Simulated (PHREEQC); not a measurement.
Consider water at 20 °C with 0.00019 mol CuSO4, 3.5e-05 mol HCl and 0.023 mol KCl per kg of water. Closed to the air; pH follows from the charge balance.

The numbers come from PHREEQC with the ion-association model, wateq4f.dat.

Task: The ionic strength comes out as 0.0238 mol/kgw. What activity coefficients do Cu+2, CuCl+, Cl-, H+, SO4-2 get?

Result: Cu+2 0.58, CuCl+ 0.86, Cl- 0.86, H+ 0.88, SO4-2 0.56.

Precipitation was switched off in this run.
